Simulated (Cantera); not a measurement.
Ignition delay

Mixture: C₃H₈ : O₂ : N₂ = 1 : 4.17 : 15.7 (molar parts), equivalence ratio 1.2, at 0.987 atm, adiabatic and at constant volume. Ignition delay is the time to a rise of 400 K.

Computed with Cantera and GRI-Mech 3.0 (53 species, 325 reactions). GRI-Mech 3.0 was tuned for natural gas; its chemistry of propane as a main component is partial and can be far from experiment.

| T0 (K) | delay (ms) |
|---|---|
| 1175 | 9.90 |
| 1250 | 2.21 |
| 1325 | 0.615 |
| 1400 | 0.214 |
| 1475 | 0.0910 |

The apparent activation energy between 1325 and 1475 K is 210 kJ/mol.
